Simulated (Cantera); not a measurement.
Input (Python, Cantera) and output of one run.

```python
import numpy as np
import cantera as ct

gas_names = """
    Fe FeO Fe(OH)2 H HO2 H2 H2O H2O2 O OH O2 O3
""".split()
cond_names = """
    Fe(a) Fe(c) Fe(d) Fe(L) FeO(s) FeO(L) Fe(OH)2(s) Fe(OH)3(s) Fe2O3(s) Fe3O4(s) H2O(s) H2O(L)
""".split()


# ... load() reads the species with a 1 bar reference pressure and builds the phases ...
atoms = {
    'Fe3O4': {'Fe': 3, 'O': 4},
    'H2': {'H': 2},
    'H2O': {'H': 2, 'O': 1},
}
top_T = {'Fe2O3(s)': 1830, 'Fe3O4(s)': 1870}  # K; cautious upper limits of use, not melting points


# ... equilibrate(T, P, feed) seeds the gas with the atoms and calls Mixture.equilibrate('TP', solver="vcs", rtol=1e-11, max_steps=5000) ...
results = []
feed = {'Fe3O4': 1, 'H2': 12, 'H2O': 4.5}  # mol
T = 1175  # K
P = 690  # Pa
mix = equilibrate(T, P, feed)
results.append((T, P, feed, dict(zip(mix.species_names, mix.species_moles))))
x = sorted(zip(gas.X, gas.species_names), reverse=True)
print(f"T = {T:g} K  P = {P:g} Pa  gas = {mix.phase_moles(0):.4g} mol")
print("   x: " + "  ".join(f"{s} {v:.3e}" for v, s in x if v > 0.001))
print("   condensed (mol): " + ("  ".join(f"{mix.phase(i).name} {mix.phase_moles(i):.4g}"
      for i in range(1, mix.n_phases) if mix.phase_moles(i) > 1e-12) or "none"))
```

It prints:

```
T = 1175 K  P = 690 Pa  gas = 16.5 mol
   x: H2 6.667e-01  H2O 3.333e-01
   condensed (mol): FeO(s) 3
```

These are equilibrium values from Cantera (NASA tables, ideal gas, pure condensed phases), not measurements of a reactor. The tables' stoichiometric FeO is somewhat more stable than real wüstite, so its field is too wide. FeO: taken at fixed stoichiometry.
